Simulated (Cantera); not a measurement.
A Cantera script and what it prints.

```python
import numpy as np
import cantera as ct

gas_names = """
    H H2 H2S N NH NH2 NH3 N2 N2H2 N2H4 Pb PbS Pb2 S SH SN S2 S8
""".split()
cond_names = """
    Pb(cr) Pb(L) PbS(s) PbS(L) S(cr1) S(cr2) S(L)
""".split()


# ... load() reads the species with a 1 bar reference pressure and builds the phases ...
atoms = {
    'PbS': {'Pb': 1, 'S': 1},
    'H2': {'H': 2},
    'N2': {'N': 2},
}
top_T = {}  # K; cautious upper limits of use, not melting points


# ... equilibrate(T, P, feed) seeds the gas with the atoms and calls Mixture.equilibrate('TP', solver="vcs", rtol=1e-11, max_steps=5000) ...
results = []
T = 1573  # K
P = 1200  # Pa
for m in [0.79, 1.1, 1.7, 2.4, 3.5, 5.1, 7.3, 11, 15, 22, 32]:
    feed = {'PbS': 1, 'H2': m, 'N2': 1.2}  # mol
    mix = equilibrate(T, P, feed)
    results.append((T, P, feed, dict(zip(mix.species_names, mix.species_moles))))
    x = sorted(zip(gas.X, gas.species_names), reverse=True)
    print(f"T = {T:g} K  P = {P:g} Pa  n(H2) = {m:g} mol  gas = {mix.phase_moles(0):.4g} mol")
    print("   x: " + "  ".join(f"{s} {v:.3e}" for v, s in x if v > 1e-05))
    print("   condensed (mol): " + ("  ".join(f"{mix.phase(i).name} {mix.phase_moles(i):.4g}"
          for i in range(1, mix.n_phases) if mix.phase_moles(i) > 1e-12) or "none"))
```

Output:

```
T = 1573 K  P = 1200 Pa  n(H2) = 0.79 mol  gas = 3.098 mol
   x: N2 3.874e-01  H2 2.414e-01  PbS 2.410e-01  Pb 8.183e-02  S2 3.359e-02  H2S 1.257e-02  SH 1.923e-03  H 1.824e-04  S 1.528e-04
   condensed (mol): none
T = 1573 K  P = 1200 Pa  n(H2) = 1.1 mol  gas = 3.407 mol
   x: N2 3.522e-01  H2 3.066e-01  PbS 2.160e-01  Pb 7.750e-02  S2 3.010e-02  H2S 1.511e-02  SH 2.051e-03  H 2.055e-04  S 1.446e-04
   condensed (mol): none
T = 1573 K  P = 1200 Pa  n(H2) = 1.7 mol  gas = 4.005 mol
   x: H2 4.050e-01  N2 2.996e-01  PbS 1.792e-01  Pb 7.050e-02  S2 2.501e-02  H2S 1.820e-02  SH 2.149e-03  H 2.362e-04  S 1.318e-04
   condensed (mol): none
T = 1573 K  P = 1200 Pa  n(H2) = 2.4 mol  gas = 4.704 mol
   x: H2 4.889e-01  N2 2.551e-01  PbS 1.485e-01  Pb 6.403e-02  S2 2.085e-02  H2S 2.005e-02  SH 2.156e-03  H 2.595e-04  S 1.204e-04
   condensed (mol): none
T = 1573 K  P = 1200 Pa  n(H2) = 3.5 mol  gas = 5.803 mol
   x: H2 5.808e-01  N2 2.068e-01  PbS 1.160e-01  Pb 5.629e-02  H2S 2.117e-02  S2 1.646e-02  SH 2.088e-03  H 2.829e-04  S 1.069e-04
   condensed (mol): none
T = 1573 K  P = 1200 Pa  n(H2) = 5.1 mol  gas = 7.402 mol
   x: H2 6.667e-01  N2 1.621e-01  PbS 8.682e-02  Pb 4.828e-02  H2S 2.119e-02  S2 1.252e-02  SH 1.951e-03  H 3.031e-04  S 9.328e-05
   condensed (mol): none
T = 1573 K  P = 1200 Pa  n(H2) = 7.3 mol  gas = 9.6 mol
   x: H2 7.391e-01  N2 1.250e-01  PbS 6.335e-02  Pb 4.081e-02  H2S 2.028e-02  S2 9.336e-03  SH 1.774e-03  H 3.191e-04  S 8.053e-05
   condensed (mol): none
T = 1573 K  P = 1200 Pa  n(H2) = 11 mol  gas = 13.3 mol
   x: H2 8.078e-01  N2 9.023e-02  PbS 4.233e-02  Pb 3.286e-02  H2S 1.840e-02  S2 6.429e-03  SH 1.539e-03  H 3.336e-04  S 6.683e-05
   condensed (mol): none
T = 1573 K  P = 1200 Pa  n(H2) = 15 mol  gas = 17.3 mol
   x: H2 8.497e-01  N2 6.937e-02  PbS 3.035e-02  Pb 2.747e-02  H2S 1.660e-02  S2 4.729e-03  SH 1.353e-03  H 3.421e-04  S 5.732e-05
   condensed (mol): none
T = 1573 K  P = 1200 Pa  n(H2) = 22 mol  gas = 24.3 mol
   x: H2 8.906e-01  N2 4.939e-02  Pb 2.165e-02  PbS 1.951e-02  H2S 1.419e-02  S2 3.145e-03  SH 1.130e-03  H 3.503e-04  S 4.674e-05
   condensed (mol): none
T = 1573 K  P = 1200 Pa  n(H2) = 32 mol  gas = 34.29 mol
   x: H2 9.207e-01  N2 3.499e-02  Pb 1.689e-02  PbS 1.227e-02  H2S 1.183e-02  S2 2.046e-03  SH 9.268e-04  H 3.561e-04  S 3.770e-05
   condensed (mol): none
```

Cantera equilibrium calculation (NASA polynomials, part measured and part estimated; ideal gas, pure solids and liquids).
